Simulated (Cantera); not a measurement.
An adiabatic, constant-volume homogeneous reactor starts with CH4 : O2 : N2 = 1 : 5.88 : 22.1 (molar parts), equivalence ratio 0.34, at 1075 K and 10.0 bar. Integrator tolerance rtol = 1e-08.

Model: GRI-Mech 3.0 (53 species, 325 reactions), integrated in Cantera.

```tsv
quantity	before	after
time of steepest temperature rise	18.0 ms	21.0 ms
temperature at 3.00 s	2022 K	2021 K
equilibrium temperature	2022 K	2021 K
x(CH4) at 3.00 s	<1e-12 (gas-phase equilibrium <1e-12)	<1e-12 (gas-phase equilibrium <1e-12)
x(O2) at 3.00 s	0.130 (gas-phase equilibrium 0.130)	0.130 (gas-phase equilibrium 0.130)
x(CO) at 3.00 s	3.50e-5 (gas-phase equilibrium 3.50e-5)	3.79e-5 (gas-phase equilibrium 3.79e-5)
x(N2O) at 3.00 s	1.51e-6 (gas-phase equilibrium 1.51e-6)	1.39e-6 (gas-phase equilibrium 1.39e-6)
x(NO2) at 3.00 s	3.58e-5 (gas-phase equilibrium 3.58e-5)	3.30e-5 (gas-phase equilibrium 3.30e-5)
x(C2H4) at 3.00 s	<1e-12 (gas-phase equilibrium <1e-12)	<1e-12 (gas-phase equilibrium <1e-12)
x(CH2O) at 3.00 s	<1e-12 (gas-phase equilibrium <1e-12)	<1e-12 (gas-phase equilibrium <1e-12)
```

### Question
Name the change that produced these shifts.
A) initial temperature 1075 to 1300 K
B) pressure from 10.0 bar to 8.50 bar
C) pressure from 10.0 bar to 11.0 bar
D) initial temperature 1075 to 1475 K

### Answer
B, pressure from 10.0 bar to 8.50 bar
